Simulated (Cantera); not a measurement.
What does this Cantera script print?

```python
import numpy as np
import cantera as ct

gas = ct.Solution("gri30.yaml")
gas.TPX = 1050, 1333, {'H2': 0.12, 'O2': 1}
inlet = ct.Reservoir(gas, clone=True)

reactor = ct.IdealGasConstPressureReactor(gas, energy="off", clone=False)
exhaust = ct.Reservoir(gas, clone=True)
tau = [26, 8.5, 2.7, 0.89, 0.29, 0.094, 0.031, 0.01, 0.0032, 0.0011, 0.00034][0]
for a, b in ((inlet, reactor), (reactor, exhaust)):
    ct.MassFlowController(a, b, mdot=lambda t: reactor.mass / tau)
net = ct.ReactorNet([reactor])
show = ['H2', 'O2', 'HO2', 'H2O', 'H']

rows = []
print(f"{'tau/s':>10s}{'T/K':>9s}" + "".join(f"{s:>11s}" for s in show))
for tau in [26, 8.5, 2.7, 0.89, 0.29, 0.094, 0.031, 0.01, 0.0032, 0.0011, 0.00034]:
    net.initial_time = 0.0
    net.advance(30 * tau)
    before = gas.X
    net.advance(40 * tau)
    drift = np.max(np.abs(gas.X - before) / (gas.X + 1e-9))
    rows.append([gas.T, *gas[show].X, drift])
    print(f"{tau:10.3e}{gas.T:9.1f}" + "".join(f"{x:11.3e}" for x in gas[show].X))
```

It prints:

```
     tau/s      T/K         H2         O2        HO2        H2O          H
 2.600e+01   1050.0  7.953e-05  8.865e-01  1.379e-06  1.130e-01  1.066e-05
 8.500e+00   1050.0  1.602e-04  8.862e-01  2.239e-06  1.128e-01  3.260e-05
 2.700e+00   1050.0  3.232e-04  8.856e-01  3.438e-06  1.125e-01  1.021e-04
 8.900e-01   1050.0  6.267e-04  8.845e-01  4.865e-06  1.118e-01  3.061e-04
 2.900e-01   1050.0  1.207e-03  8.823e-01  6.445e-06  1.105e-01  9.136e-04
 9.400e-02   1050.0  2.314e-03  8.780e-01  7.942e-06  1.078e-01  2.647e-03
 3.100e-02   1050.0  4.385e-03  8.706e-01  9.024e-06  1.023e-01  6.968e-03
 1.000e-02   1050.0  8.481e-03  8.600e-01  9.437e-06  9.194e-02  1.563e-02
 3.200e-03   1050.0  1.707e-02  8.520e-01  9.123e-06  7.629e-02  2.543e-02
 1.100e-03   1050.0  3.469e-02  8.551e-01  8.250e-06  5.662e-02  2.701e-02
 3.400e-04   1050.0  7.509e-02  8.746e-01  6.247e-06  2.374e-02  1.294e-02
```

Computed with Cantera and GRI-Mech 3.0 (53 species, 325 reactions). Radical loss at walls, strong at low pressure, is not modelled. The temperature is held fixed by assumption; the heat of reaction is taken as removed at once.
